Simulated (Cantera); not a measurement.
An adiabatic, constant-volume homogeneous reactor starts with CO : H₂ : CH₄ : O₂ : N₂ = 1 : 0.47 : 0.9 : 4.97 : 18.7 (molar parts), at 1625 K and 760 Torr.

Detailed kinetics in Cantera: GRI-Mech 3.0 (53 species, 325 reactions).

**Question.** Predict: time of steepest temperature rise; temperature at 3.00 s; equilibrium temperature; x(CO) at 3.00 s; x(H₂) at 3.00 s; x(NO) at 3.00 s; x(H₂O) at 3.00 s; x(HCO) at 3.00 s.

**Answer.** 
```json
{
  "time_of_steepest_temperature_rise": "91.0 µs",
  "temperature at 3.00 s": "2675 K",
  "equilibrium_temperature": "2675 K",
  "x(CO) at 3.00 s": "0.0139 (gas-phase equilibrium 0.0139)",
  "x(H₂) at 3.00 s": "0.00269 (gas-phase equilibrium 0.00269)",
  "x(NO) at 3.00 s": "0.0188 (gas-phase equilibrium 0.0188)",
  "x(H₂O) at 3.00 s": "0.0769 (gas-phase equilibrium 0.0769)",
  "x(HCO) at 3.00 s": "5.39e-9 (gas-phase equilibrium 5.39e-9)"
}
```
